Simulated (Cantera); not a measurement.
An isothermal, constant-pressure homogeneous reactor starts with C2H6 : H2 : N2 = 1 : 93 : 0.23 (molar parts), at 2000 K and 0.000109 atm.

Cantera simulation using GRI-Mech 3.0 (53 species, 325 reactions); the numbers are that mechanism's predictions, not measurements. GRI-Mech 3.0 stops at C3 and has no aromatics, soot or wall deposition, so with more carbon than oxygen in the feed, carbon stays in small species such as C2H2 where larger ones or solid carbon would form. Radical loss at walls, strong at low pressure, is not modelled.

x: mole fraction; the columns are a selection and need not sum to one.

```csv
t (s),x C2H6,x H2,x CH3,x H,x CH4,x C2H4,x CH2
3.00e-5,0.0105,0.987,0.000192,1.06e-6,9.28e-7,___,2.58e-11
0.000115,0.0102,0.987,0.000715,1.37e-5,1.33e-5,___,1.24e-9
0.000438,0.00927,0.985,0.00247,0.000178,0.000181,___,6.50e-8
0.00168,0.00619,0.981,0.00633,0.00191,0.00203,___,2.88e-6
0.00641,0.000836,0.969,0.00637,0.00976,0.0112,___,3.51e-5
0.0245,1.14e-6,0.965,0.00387,0.0129,0.0149,___,4.15e-5
0.0936,9.44e-7,0.966,0.00351,0.0123,0.0141,___,3.72e-5
0.358,6.20e-7,0.969,0.00271,0.0113,0.0119,___,2.84e-5
1.37,2.42e-7,0.972,0.00160,0.0101,0.00781,___,1.72e-5
5.23,4.31e-8,0.975,0.000693,0.0107,0.00322,___,8.82e-6
20.0,2.30e-9,0.973,0.000183,0.0136,0.000666,___,3.21e-6
```

### Question
Fill in the missing entries.

### Answer

- 3.00e-5, x C2H4: 1.41e-9
- 0.000115, x C2H4: 2.34e-8
- 0.000438, x C2H4: 7.56e-7
- 0.00168, x C2H4: 5.16e-5
- 0.00641, x C2H4: 0.000677
- 0.0245, x C2H4: 0.000395
- 0.0936, x C2H4: 0.000127
- 0.358, x C2H4: 8.02e-5
- 1.37, x C2H4: 3.19e-5
- 5.23, x C2H4: 6.46e-6
- 20.0, x C2H4: 6.27e-7
